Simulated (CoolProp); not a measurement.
R123 along the isobar 0.358 MPa: density (kg/m³) from the reference equation and from simpler models built on Tc = 456.8 K, pc = 3.662 MPa, ω = 0.282; each cubic takes its own stable root.

Computed with CoolProp (reference Helmholtz-energy equation of state, Younglove 1994). It is a modified Benedict-Webb-Rubin equation, recast in Helmholtz form.

| T (K) | phase | reference |
|---|---|---|
| 343.4 | gas | 21.31 |
| 363 | gas | 19.73 |
| 382.6 | gas | 18.43 |
| 402.2 | gas | 17.32 |
| 421.7 | gas | 16.37 |
| 441.3 | gas | 15.53 |
| 460.9 | gas | 14.78 |
| 480.4 | gas | 14.11 |
| 500 | gas | 13.50 |

Question: How far does each simpler model (van der Waals, Soave-Redlich-Kwong) lie from the reference over these 9 states: mean and median of the absolute difference, and the worst?

Answer: 
- van der Waals: mean 1.5 %, median 1.0 %, worst -4.3 % at 343.4 K and 0.358 MPa
- Soave-Redlich-Kwong: mean 0.3 %, median 0.1 %, worst -1.3 % at 343.4 K and 0.358 MPa
